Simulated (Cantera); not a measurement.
Input: 1 mol SiCl4, 0.65 mol H2O, 3.2 mol N2, held at 0.100 bar.

Cantera equilibrium calculation (NASA polynomials, part measured and part estimated; ideal gas, pure solids and liquids). Candidate condensed phases: H2O, NH4Cl, Si, SiO2, Si2N2O, Si3N4; 47 gas species. The tables' values for SiCl3 are old estimates; treat these amounts as uncertain. The tables hold silica as quartz up to 1696 K and as liquid above; real silica turns to tridymite and cristobalite and melts near 1996 K. Equilibrium is a limit: real reactors are often held back by kinetics, nucleation or transport.

log p: log10 of the partial pressure in bar; n: condensed amount in mol.

| T (°C) | log p N2 | log p HCl | log p SiCl4 | log p Cl | log p SiCl3 | log p SiCl2 | log p Cl2 | n SiO2(α-quartz) | n SiO2(β-quartz) |
|---|---|---|---|---|---|---|---|---|---|
| 475 | -1.21 | -1.60 | -1.88 | -9.85 | -11.55 | <-13 | ? | 0.325 | 0 |
| 550 | -1.21 | -1.60 | -1.88 | -8.77 | -10.12 | <-13 | ? | 0.325 | 0 |
| 625 | -1.21 | -1.60 | -1.88 | -7.88 | -8.93 | <-13 | ? | 0 | 0.325 |
| 700 | -1.21 | -1.60 | -1.88 | -7.13 | -7.92 | -12.49 | ? | 0 | 0.325 |
| 775 | -1.21 | -1.60 | -1.88 | -6.49 | -7.04 | -10.94 | ? | 0 | 0.325 |
| 850 | -1.21 | -1.60 | -1.88 | -5.93 | -6.29 | -9.60 | ? | 0 | 0.325 |
| 925 | -1.21 | -1.60 | -1.88 | -5.44 | -5.64 | -8.45 | ? | 0 | 0.325 |
| 1000 | -1.21 | -1.60 | -1.88 | -4.98 | -5.08 | -7.47 | ? | 0 | 0.325 |
| 1075 | -1.21 | -1.60 | -1.89 | -4.56 | -4.61 | -6.63 | ? | 0 | 0.325 |
| 1150 | -1.21 | -1.60 | -1.89 | -4.17 | -4.20 | -5.91 | ? | 0 | 0.325 |
| 1225 | -1.21 | -1.60 | -1.89 | -3.82 | -3.84 | -5.28 | ? | 0 | 0.325 |
| 1300 | -1.21 | -1.60 | -1.90 | -3.49 | -3.52 | -4.73 | ? | 0 | 0.325 |

Problem. Fill in the missing entries.

Solution. 
- 475, log p Cl2: -8.52
- 550, log p Cl2: -7.94
- 625, log p Cl2: -7.46
- 700, log p Cl2: -7.07
- 775, log p Cl2: -6.75
- 850, log p Cl2: -6.47
- 925, log p Cl2: -6.20
- 1000, log p Cl2: -5.94
- 1075, log p Cl2: -5.67
- 1150, log p Cl2: -5.41
- 1225, log p Cl2: -5.15
- 1300, log p Cl2: -4.91
